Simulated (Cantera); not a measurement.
Charge: 1 mol SiH₂Cl₂, 0.027 mol HCl, 9.3 mol H₂, at 77.0 mbar.

Method: chemical equilibrium by Gibbs-energy minimisation in Cantera with the NASA 1993 tables (ideal gas, pure condensed phases). Candidate condensed phases: Si; 19 gas species. The tables' values for SiCl₃ are old estimates; treat these amounts as uncertain. The numbers say what is thermodynamically allowed, not how fast it happens. All values below are at 950 K.

Base state: H₂ 0.941, SiCl₄ 0.0335, SiHCl₃ 0.0133, HCl 0.0108, SiH₂Cl₂ 0.000539, SiCl₃ 0.000437, SiCl₂ 0.000191 (mole fractions); condensed: Si(s).

**Question.** What changes in the equilibrium state with this change: pressure from 77.0 mbar to 1.33 mbar?

**Answer.** 
```csv
species,before,after
H₂,0.941,0.929
SiCl₄,0.0335,0.0338
HCl,0.0108,0.0298
SiHCl₃,0.0133,0.00483
SiH₂Cl₂,0.000539,7.02e-5
SiCl₂,0.000191,0.00146
"Si(s), mol",0.481,0.550
```
